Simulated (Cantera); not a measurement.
A perfectly stirred reactor is fed with CH4 : C2H6 : O2 : N2 = 1 : 1.3 : 13.6 : 51.3 (molar parts), at 5.00 bar; it is adiabatic with a 523 K inlet, and is followed from long to short residence time, starting on the burning branch (τ in s: 0.052, 0.024, 0.011, 0.0052, 0.0024, 0.0011, 0.00051, 0.00024, 0.00011, 5.1e-05, 2.4e-05).

Computed with Cantera and GRI-Mech 3.0 (53 species, 325 reactions).

x: mole fraction; the columns are a selection and need not sum to one.

| τ (s) | T (K) | x CH4 | x C2H6 | x O2 | x OH | x N2O | x C2H4 | x C2H |
|---|---|---|---|---|---|---|---|---|
| 0.052 | 1636 | 4.86e-6 | 1.56e-6 | 0.104 | ? | 1.23e-6 | 5.35e-6 | 3.09e-10 |
| 0.024 | 1634 | 8.16e-6 | 2.69e-6 | 0.104 | ? | 1.72e-6 | 8.86e-6 | 5.17e-10 |
| 0.011 | 1631 | 1.38e-5 | 4.64e-6 | 0.104 | ? | 2.25e-6 | 1.45e-5 | 8.31e-10 |
| 0.0052 | 1625 | 2.33e-5 | 7.86e-6 | 0.104 | ? | 2.62e-6 | 2.27e-5 | 1.24e-9 |
| 0.0024 | 1616 | 4.09e-5 | 1.38e-5 | 0.105 | ? | 2.71e-6 | 3.58e-5 | 1.76e-9 |
| 0.0011 | 1599 | 7.67e-5 | 2.56e-5 | 0.106 | 0.000785 | 2.42e-6 | 5.76e-5 | 2.26e-9 |
| 0.00051 | 1561 | 0.000173 | 5.62e-5 | 0.108 | 0.000743 | 1.77e-6 | 0.000106 | 2.43e-9 |
| 0.00024 | 523 | 0.0149 | 0.0193 | 0.202 | <1e-12 | <1e-12 | <1e-12 | <1e-12 |
| 0.00011 | 523 | 0.0149 | 0.0193 | 0.202 | <1e-12 | <1e-12 | <1e-12 | <1e-12 |
| 5.1e-5 | 523 | 0.0149 | 0.0193 | 0.202 | <1e-12 | <1e-12 | <1e-12 | <1e-12 |
| 2.4e-5 | 523 | 0.0149 | 0.0193 | 0.202 | <1e-12 | <1e-12 | <1e-12 | <1e-12 |

### Question
Fill in the missing entries.

### Answer

- 0.052, x OH: 0.000317
- 0.024, x OH: 0.000393
- 0.011, x OH: 0.000485
- 0.0052, x OH: 0.000587
- 0.0024, x OH: 0.000698
